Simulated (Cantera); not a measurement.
A closed system holds: 1 mol SiH₄, 0.38 mol C₂H₂, 21 mol H₂, equilibrated at 13.3 mbar.

Method: chemical equilibrium by Gibbs-energy minimisation in Cantera with the NASA 1993 tables (ideal gas, pure condensed phases). Candidate condensed phases: C, C₆H₆, C₇H₈, C₈H₁₈, Si, SiC; 87 gas species. Mutual solubility and eutectic melting of coexisting phases are not modelled. Gases not in the tables: Si₂H₆ and higher silanes. Equilibrium is a limit: real reactors are often held back by kinetics, nucleation or transport. All values below are at 1700 °C.

Base state: H₂ 0.986, H 0.0116, Si 0.00237, SiH 0.000196, SiH₂ 8.96e-5, Si₂C 5.78e-5, Si₂ 2.30e-5 (mole fractions); condensed: Si(l) + SiC(s).

What changes in the equilibrium state with this change: 0.14 mol O₂ added?


```
species        before     after
-----------  --------  --------
H₂              0.986     0.974
H              0.0116    0.0115
SiO                 0   0.00916
CO                  0   0.00257
SiH₂          8.96e-5   8.85e-5
SiH          0.000196  0.000195
Si₂C          5.78e-5   5.78e-5
Si            0.00237   0.00237
Si(l), mol      0.175    0.0168
SiC(s), mol     0.759     0.697
```
Further candidate phases: H₂O, SiO₂.
